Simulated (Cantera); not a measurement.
A closed system holds: 1 mol HF, 1.1 mol O₂, 0.25 mol H₂, at 1798.15 K and 0.00133 bar.

Method: chemical equilibrium by Gibbs-energy minimisation in Cantera with the NASA 1993 tables (ideal gas, pure condensed phases). Candidate condensed phases: H₂O; 22 gas species. Equilibrium is a limit: real reactors are often held back by kinetics, nucleation or transport.

Base state: HF 0.448, O₂ 0.435, H₂O 0.110, OH 0.00448, O 0.00216, H₂ 0.000241, H 0.000150, F 4.61e-5 (mole fractions); condensed: gas only.

What changes in the equilibrium state with this change: 0.82 mol H₂S added?


| species | before | after |
|---|---|---|
| HF | 0.448 | 0.349 |
| H₂O | 0.110 | 0.268 |
| SO₂ | 0 | 0.233 |
| O₂ | 0.435 | 1.43e-5 |
| SO | 0 | 0.0327 |
| H₂ | 0.000241 | 0.103 |
| S₂ | 0 | 0.00823 |
| S | 0 | 0.00182 |
| SH | 0 | 0.00126 |
| H₂S | 0 | 0.000370 |
Further candidate phases: H₂SO₄, S.
